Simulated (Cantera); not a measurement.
Charge: 1 mol CO, 0.052 mol H2O, at 0.0490 bar.

These are equilibrium values from Cantera (NASA tables, ideal gas, pure condensed phases), not measurements of a reactor. Candidate condensed phases: C, C6H6, C7H8, C8H18, H2O; 110 gas species. Kinetics and transport are ignored.

Question: At 925 K, list the 5 most abundant gas species with their mole fractions, and the condensed phases.

Answer: CO 0.843, CO2 0.105, H2 0.0491, H2O 0.00302, CH4 2.68e-5. Condensed: C(graphite).
